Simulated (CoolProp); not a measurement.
Vapour-liquid equilibrium of methanol (1) + water (2) at 335.2 K; x and y are mole fractions of (1).

Model: multi-fluid Helmholtz-energy mixture model, de Reuck 1993 and Wagner 2002; pair parameters Bell 2016, in CoolProp.

```csv
x,bubble pressure (MPa),y at the bubble point,dew pressure at overall composition x (MPa),liquid density (mol/L)
0.05,0.02811,0.249,0.02294,51.80
0.2,0.04306,0.575,0.02666,44.75
0.35,0.05460,0.714,0.03157,39.03
0.5,0.06411,0.799,0.03845,34.32
0.65,0.07261,0.864,0.04870,30.39
0.8,0.08082,0.922,0.06427,27.08
0.95,0.08915,0.980,0.08487,24.27
```

No azeotrope shows between x = 0.05 and 0.95.

Pair parameters are fitted to limited data, so mixtures are less certain than the pure fluids.
